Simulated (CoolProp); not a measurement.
A single-stage vapour-compression cycle with the fluid: evaporating at 322.15 K (dew point), condensing at 349.15 K (bubble point), superheat 8 K, subcooling 8 K, compressor efficiency 0.9, no pressure losses. The same conditions are run with several fluids, on thermodynamics alone (safety and materials aside).

Computed with CoolProp (reference Helmholtz-energy equation of state of each fluid (R142b: Lemmon 2006; R1224YDZ: Akasaka 2023; R123: Younglove 1994; R1233zd(E): Akasaka 2022; vinyl chloride: Thol 2022; n-butane: Bücker 2006)).

```json
[
 {"fluid": "R142b", "cooling COP": "9.82", "pressure ratio": "1.90", "discharge temperature (K)": "?", "refrigerating effect (kJ/kg)": "166", "volumetric capacity (kJ/m³)": "4650"},
 {"fluid": "R1224YDZ", "cooling COP": "?", "pressure ratio": "2.08", "discharge temperature (K)": "352.7", "refrigerating effect (kJ/kg)": "136", "volumetric capacity (kJ/m³)": "2600"},
 {"fluid": "R123", "cooling COP": "10.2", "pressure ratio": "2.14", "discharge temperature (K)": "?", "refrigerating effect (kJ/kg)": "147", "volumetric capacity (kJ/m³)": "1800"},
 {"fluid": "R1233zd(E)", "cooling COP": "10.1", "pressure ratio": "2.09", "discharge temperature (K)": "354.7", "refrigerating effect (kJ/kg)": "161", "volumetric capacity (kJ/m³)": "2370"},
 {"fluid": "vinyl chloride", "cooling COP": "?", "pressure ratio": "?", "discharge temperature (K)": "?", "refrigerating effect (kJ/kg)": "276", "volumetric capacity (kJ/m³)": "5400"},
 {"fluid": "n-butane", "cooling COP": "9.94", "pressure ratio": "1.92", "discharge temperature (K)": "353.3", "refrigerating effect (kJ/kg)": "300", "volumetric capacity (kJ/m³)": "3450"}
]
```

Q: Complete the blanks.

A: 
- R142b, discharge temperature (K): 358.0
- R1224YDZ, cooling COP: 10.0
- R123, discharge temperature (K): 354.9
- vinyl chloride, cooling COP: 9.89
- vinyl chloride, pressure ratio: 1.87
- vinyl chloride, discharge temperature (K): 368.3
